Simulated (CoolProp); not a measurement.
Vapour-liquid equilibrium of methane (1) + ethylene (2) at 133.2 K; x and y are mole fractions of (1).

Computed with CoolProp (multi-fluid Helmholtz-energy mixture model, Setzmann 1991 and Smukala 2000; pair parameters Bell 2016).

```tsv
x	bubble pressure (bar)	y at the bubble point	dew pressure at overall composition x (bar)	liquid density (mol/L)
0.05	0.4089	0.854	?	22.15
0.2	1.331	0.960	0.07711	22.59
0.35	2.063	0.977	?	23.02
0.5	2.642	0.984	?	23.42
0.65	?	0.989	0.1747	23.77
0.8	?	?	0.3021	24.05
0.95	4.202	0.998	1.107	24.21
```

### Question
Fill in the missing entries.

### Answer

- 0.05, dew pressure at overall composition x (bar): 0.06499
- 0.35, dew pressure at overall composition x (bar): 0.09477
- 0.5, dew pressure at overall composition x (bar): 0.1229
- 0.65, bubble pressure (bar): 3.137
- 0.8, bubble pressure (bar): 3.627
- 0.8, y at the bubble point: 0.993

No azeotrope shows between x = 0.05 and 0.95.

The pair parameters rest on a limited set of measurements; away from them the model extrapolates.
